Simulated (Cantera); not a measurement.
A perfectly stirred reactor is fed with 8.33 % NH3, 91.7 % H2, at 1.01 bar; it is held at 2200 K, and followed from long to short residence time.

Detailed kinetics in Cantera: the gas-phase N/H chemistry of the illustrative SiF4/NH3 mechanism in the Surface Chemkin manual (1991). Walls and surfaces, which speed up NH3 decomposition in real reactors, are not modelled.

x: mole fraction; the columns are a selection and need not sum to one.

| τ (s) | x NH3 | x H2 | x N2H2 | x NH2 | x H | x N2H4 | x NH |
|---|---|---|---|---|---|---|---|
| 11 | 0.000412 | 0.956 | 3.08e-10 | 7.33e-6 | 0.00549 | 5.77e-12 | 1.05e-6 |
| 3.2 | 0.000770 | 0.956 | 1.06e-9 | 1.36e-5 | 0.00546 | 1.99e-11 | 1.94e-6 |
| 0.97 | 0.00143 | 0.955 | 3.49e-9 | 2.49e-5 | 0.00537 | 6.66e-11 | 3.49e-6 |
| 0.29 | 0.00284 | 0.955 | 1.18e-8 | 4.68e-5 | 0.00509 | 2.35e-10 | 6.21e-6 |
| 0.089 | … | 0.954 | … | … | … | 8.77e-10 | … |
| 0.027 | 0.0164 | 0.949 | 1.29e-7 | 0.000180 | 0.00337 | 3.48e-9 | 1.58e-5 |
| 0.0081 | 0.0377 | 0.939 | 3.24e-7 | 0.000316 | 0.00254 | 1.07e-8 | 2.10e-5 |
| 0.0024 | 0.0619 | 0.926 | 5.38e-7 | 0.000434 | 0.00210 | 2.02e-8 | 2.40e-5 |
| 0.00074 | … | 0.919 | 5.78e-7 | … | … | … | 2.28e-5 |

Some entries are withheld; supply them.


- 0.089, x NH3: 0.00631
- 0.089, x N2H2: 3.98e-8
- 0.089, x NH2: 9.04e-5
- 0.089, x H: 0.00442
- 0.089, x NH: 1.04e-5
- 0.00074, x NH3: 0.0761
- 0.00074, x NH2: 0.000470
- 0.00074, x H: 0.00183
- 0.00074, x N2H4: 2.38e-8
